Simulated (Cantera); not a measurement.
Transport properties of process gases

Gas mixture: 35.4 % N2, 64.6 % H2, at 0.0267 bar, frozen composition.

Cantera's kinetic-theory transport with the Lennard-Jones parameters of GRI-Mech 3.0, ideal gas; thermal conductivity in the mixture-averaged form.

| T (K) | ρ (kg/m³) | cp (J/kg/K) | μ (µPa s) | λ (mW/m/K) | Pr | D (cm²/s) O | D (cm²/s) NO | D (cm²/s) H |
|---|---|---|---|---|---|---|---|---|
| 400 | 0.00899 | 2613 | 20.2 | 117 | 0.452 | 36.9 | 24.4 | 107 |
| 600 | 0.00599 | 2636 | 26.6 | 154 | 0.453 | 73.2 | 48.6 | 213 |
| 800 | 0.00449 | 2698 | 32.1 | 190 | 0.456 | 118 | 78.8 | 345 |
| 1000 | 0.00359 | 2773 | 37.2 | 226 | 0.457 | 172 | 114 | 501 |
| 1200 | 0.00300 | 2851 | 41.9 | 261 | 0.458 | 232 | 155 | 679 |
| 1400 | 0.00257 | 2924 | 46.2 | 295 | 0.458 | 300 | 200 | 877 |
| 1600 | 0.00225 | 2992 | 50.4 | 329 | 0.458 | 374 | 249 | 1090 |
D: mixture-averaged diffusion coefficient of that species in the mixture.
